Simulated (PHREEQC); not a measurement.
PHREEQC input (Pitzer model, pitzer.dat):

```
SOLUTION 1
  temp 60
  units mol/kgw
  pH 7 charge
  Cl 0.0076
  Na 0.3676
  S(6) 0.18
END
USE solution 1
INCREMENTAL_REACTIONS false
REACTION 1
  H2O -1
  0 9.886 18.011 24.689 30.178 34.689 38.397 41.444
  43.949 46.007 47.699 49.089 50.232 51.172 51.944 52.578
  53.1 53.528 53.88 54.17 54.408 54.603 54.764 54.896
  55.005 55.094 55.168 55.228 moles
EQUILIBRIUM_PHASES 1
  Halite 0 0
  Mirabilite 0 0
  Thenardite 0 0
SELECTED_OUTPUT 1
  -reset false
  -pH true
  -pe true
  -ionic_strength true
  -water true
  -activities H2O
  -totals Cl Na S
  -molalities H+ Na+ Cl- SO4-2 OH- HSO4-
  -equilibrium_phases Halite Mirabilite Thenardite
PRINT
  -reset false
END
```

Selected output (columns that matter, 21 of 28 rows; water left (kg) added in front):

```
water left (kg)	pH	mu	Cl	Na	S	m_H+	m_Na+	m_Cl-	m_SO4-2	m_OH-	la_H2O	Thenardite
1	6.9595	0.5476	0.0076	0.3676	0.18	2.1559e-07	0.3676	0.0076	0.18	1.3941e-06	-0.003291	0
0.821894	6.9755	0.66626	0.0092469	0.44726	0.21901	2.1733e-07	0.44726	0.0092469	0.21901	1.4761e-06	-0.0039514	0
0.555203	7.0062	0.9863	0.013689	0.6621	0.32421	2.2155e-07	0.6621	0.013689	0.3242	1.6445e-06	-0.0056908	0
0.456313	7.021	1.2001	0.016655	0.80559	0.39447	2.2359e-07	0.80559	0.016655	0.39446	1.729e-06	-0.0068275	0
0.375043	7.0355	1.4601	0.020264	0.98015	0.47994	2.2511e-07	0.98015	0.020264	0.47994	1.8124e-06	-0.0081919	0
0.253345	7.064	2.1615	0.029999	1.451	0.71049	2.2436e-07	1.451	0.029999	0.71049	1.9703e-06	-0.011817	0
0.208215	7.0784	2.63	0.036501	1.7655	0.86449	2.2059e-07	1.7655	0.036501	0.86449	2.042e-06	-0.014226	0
0.171138	7.0929	3.1998	0.044409	2.148	1.0518	2.1331e-07	2.148	0.044409	1.0518	2.1069e-06	-0.017169	0
0.115613	7.122	4.7365	0.065737	3.1796	1.5569	1.8449e-07	3.1796	0.065737	1.5569	2.2122e-06	-0.025276	0
0.0950203	7.1358	5.763	0.079983	3.8686	1.8943	1.6178e-07	3.8686	0.079983	1.8943	2.2519e-06	-0.030851	0
0.0641769	7.154	8.5327	0.11842	5.7279	2.8047	1.0257e-07	5.7279	0.11842	2.8047	2.3158e-06	-0.046286	0
0.0527548	7.1535	9.1904	0.14406	6.1749	3.0154	8.9981e-08	6.1749	0.14406	3.0154	2.3257e-06	-0.050201	0.020922
0.0433504	7.1517	9.1497	0.17532	6.1583	2.9915	8.9877e-08	6.1583	0.17532	2.9915	2.3196e-06	-0.050448	0.050319
0.0292979	7.1468	9.042	0.2594	6.1145	2.9275	8.9566e-08	6.1145	0.2594	2.9275	2.3027e-06	-0.051112	0.094229
0.0240733	7.1434	8.9713	0.3157	6.0861	2.8852	8.9333e-08	6.0861	0.3157	2.8852	2.2912e-06	-0.051559	0.11054
0.0197855	7.1393	8.8867	0.38412	6.0525	2.8342	8.9024e-08	6.0525	0.38412	2.8342	2.2769e-06	-0.052104	0.12392
0.0133718	7.1276	8.6668	0.56836	5.9673	2.6995	8.8062e-08	5.9673	0.56836	2.6995	2.2371e-06	-0.053587	0.1439
0.0109937	7.1194	8.5264	0.69131	5.9147	2.6117	8.7324e-08	5.9147	0.69131	2.6117	2.2095e-06	-0.054591	0.15129
0.00902994	7.109	8.3617	0.84164	5.855	2.5067	8.6325e-08	5.855	0.84164	2.5067	2.1744e-06	-0.055837	0.15736
0.00609334	7.0788	7.9562	1.2473	5.7199	2.2363	8.32e-08	5.7199	1.2473	2.2363	2.0738e-06	-0.05933	0.16637
0.00501238	7.0571	7.7189	1.5162	5.6514	2.0676	8.0862e-08	5.6514	1.5162	2.0676	2.0027e-06	-0.061774	0.16964
```

Away from 25 °C the constants follow the database's enthalpies or fits; those with neither stay at their 25 °C values.
